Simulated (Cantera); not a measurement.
A closed system holds: 1 mol c-C₄F₈, 4.6 mol H₂, 0.025 mol CH₄, at 2302 °C and 0.300 Torr.

These are equilibrium values from Cantera (NASA tables, ideal gas, pure condensed phases), not measurements of a reactor. Candidate condensed phases: C, C₆H₆, C₇H₈, C₈H₁₈; 95 gas species. The feed counts by its element totals alone. The numbers say what is thermodynamically allowed, not how fast it happens.

Base state: HF 0.789, H 0.157, F 0.0380, H₂ 0.00825, C₃ 0.00385, CF 0.00155, C 0.00113, C₂ 0.000360 (mole fractions); condensed: C(graphite).

**Question.** What changes in the equilibrium state with this change: H₂ from 4.6 to 6.6 mol?

**Answer.** 
```csv
species,before,after
HF,0.789,0.600
H,0.157,0.341
H₂,0.00825,0.0388
F,0.0380,0.0133
CF₂,3.94e-5,4.84e-6
C₂H₂ (acetylene),0.000121,0.000571
"C(graphite), mol",3.87,3.82
```

**Question.** What changes in the equilibrium state with this change: H₂ from 4.6 to 8.8 mol?

**Answer.** 
```csv
species,before,after
HF,0.789,0.468
H,0.157,0.449
H₂,0.00825,0.0673
F,0.0380,0.00790
CF₂,3.94e-5,1.71e-6
C₂H₂ (acetylene),0.000121,0.000989
"C(graphite), mol",3.87,3.74
```
